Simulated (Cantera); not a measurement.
An isothermal, constant-pressure homogeneous reactor starts with 35.5 % CH4, 53.2 % CO2, 11.3 % H2, at 1525 K and 1950 Torr.

Computed with Cantera and GRI-Mech 3.0 (53 species, 325 reactions).

One state of this run: x CH4 = 0.202; x CO2 = 0.366; x H2 = 0.159; x HO2 = <1e-12; x OH = 1.03e-7; x C2H2 = 0.0495; x O2 = 1.55e-12. x: mole fraction; the columns are a selection and need not sum to one.

Task: Which value of t (s) does it belong to?
A. 0.126
B. 0.00317
C. 5.02
D. 0.796

Result: A, 0.126
